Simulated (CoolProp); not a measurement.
Saturation properties of n-perfluorohexane.

The numbers come from the reference Helmholtz-energy equation of state, Gao 2022 in CoolProp.

| T (K) | p (kPa) | vapour density (kg/m³) | liquid cp (kJ/(kg K)) |
|---|---|---|---|
| 291.7 | 22.00 | 3.129 | 1.037 |
| 302.4 | 35.31 | … | 1.054 |
| 313.1 | 54.42 | 7.356 | 1.070 |
| 323.8 | 80.93 | 10.73 | 1.087 |
| 334.6 | 117.0 | 15.28 | 1.105 |
| 345.3 | 164.1 | 21.21 | 1.123 |
| 356 | … | 28.88 | 1.143 |
| 366.7 | 300.6 | … | 1.163 |
| 377.4 | 394.9 | 51.30 | 1.187 |
| 388.1 | 510.3 | 67.43 | 1.214 |
| 398.8 | 649.7 | 88.30 | 1.248 |
| 409.5 | 816.8 | 115.9 | … |
| 420.2 | 1016 | 154.0 | 1.369 |
| 430.9 | 1253 | … | 1.525 |

Question: What belongs in the gaps?

Answer: 
- 302.4, vapour density (kg/m³): 4.886
- 356, p (kPa): 224.5
- 366.7, vapour density (kg/m³): 38.72
- 409.5, liquid cp (kJ/(kg K)): 1.295
- 430.9, vapour density (kg/m³): 211.4

It boils at 330.3 K under 1 atm.
